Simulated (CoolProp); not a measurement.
Model: reference Helmholtz-energy equation of state, McLinden 2020, in CoolProp.

### Question
Give the vapour pressure (MPa), liquid density (kg/m³), liquid cp (kJ/(kg K)), vapour Z of saturated R1336mzz(Z) at 313.1, 322.4, 327.1 K.

### Answer
| T (K) | p (MPa) | liquid density (kg/m³) | liquid cp (kJ/(kg K)) | vapour Z |
|---|---|---|---|---|
| 313.1 | 0.128 | 1320 | 1.25 | 0.939 |
| 322.4 | 0.175 | 1300 | 1.27 | 0.924 |
| 327.1 | 0.203 | 1290 | 1.28 | 0.916 |
